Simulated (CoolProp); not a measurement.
Vapour-liquid equilibrium of n-butane (1) + trans-2-butene (2) at 225.3 K; x and y are mole fractions of (1).

Model: multi-fluid Helmholtz-energy mixture model, Bücker 2006 and Lemmon 2005; pair parameters Bell 2016, in CoolProp.

```tsv
x	bubble pressure, mixture model (MPa)	bubble pressure, Raoult's law (MPa)	y, mixture model	y, Raoult's law
0.05	0.009942	0.009880	0.060	0.054
0.125	0.01009	0.009950	0.145	0.135
0.2	0.01021	0.01002	0.225	0.215
0.275	0.01031	0.01009	0.301	0.293
0.35	0.01041	0.01016	0.375	0.371
0.425	0.01048	0.01023	0.448	0.447
0.5	0.01055	0.01030	0.520	0.523
0.575	0.01060	0.01037	0.591	0.597
0.65	0.01065	0.01044	0.662	0.670
0.725	0.01068	0.01051	0.733	0.743
0.8	0.01071	0.01058	0.805	0.814
0.875	0.01073	0.01065	0.878	0.885
0.95	0.01075	0.01072	0.951	0.954
```

The largest gap from Raoult's law is +2.4 % in bubble pressure, at x = 0.425. No azeotrope shows between x = 0.05 and 0.95.

The pair parameters rest on a limited set of measurements; away from them the model extrapolates.
